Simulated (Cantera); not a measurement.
# Ti + C3H8 + H2 (titanium nitride, carbide and oxide coatings)

Feed: 1 mol Ti, 0.1 mol C3H8, 9.9 mol H2, equilibrated at 1677 °C and 14.3 Torr.

Cantera equilibrium calculation (NASA polynomials, part measured and part estimated; ideal gas, pure solids and liquids). Candidate condensed phases: C, C6H6, C7H8, C8H18, Ti, TiC; 77 gas species. Mutual solubility and eutectic melting of coexisting phases are not modelled. TiC: taken at fixed stoichiometry. Condensed phases not in the tables: N, O or C dissolved in the metal. Rates play no part.

```yaml
x(H2): 0.991
x(H): 0.00828
x(Ti): 0.000266
n(Ti(l)): 0.697 mol
n(TiC(s)): 0.300 mol
gas_amount: 10.35 mol
log10 activity of C(graphite) (absent): -4.25
```
